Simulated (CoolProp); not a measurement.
Properties of R142b along the isotherm 117.25 °C.

Model: reference Helmholtz-energy equation of state, Lemmon 2006, in CoolProp. It is a short technical equation, of lower accuracy than the large ones.

| p (MPa) | phase | density (kg/m³) | cp (kJ/(kg K)) | speed of sound (m/s) | viscosity (µPa s) | fugacity coefficient |
|---|---|---|---|---|---|---|
| 0.128 | gas | 4.015 | 0.9861 | 185.9 | 13.6 | 0.9872 |
| 0.263 | gas | 8.367 | 0.9954 | 183.7 | 13.6 | 0.9738 |
| 0.541 | gas | 17.75 | 1.017 | 179.1 | 13.7 | 0.9463 |
| 1.11 | gas | 39.15 | 1.077 | 168.7 | 13.9 | 0.8904 |
| 2.28 | gas | 100.2 | 1.379 | 140.5 | 15.1 | 0.7750 |
| 4.68 | liquid | 831.6 | 1.758 | 295.2 | 90.4 | 0.4685 |
| 9.62 | liquid | 898.5 | 1.529 | 394.2 | 110 | 0.2718 |
| 19.7 | liquid | 970.1 | 1.408 | 514.4 | 137 | 0.1852 |
| 40.5 | liquid | 1052 | 1.334 | 668.9 | 180 | 0.1700 |

Viscosity comes from a separate model (Huber 2003), an estimate that may be off by 10 % or more.
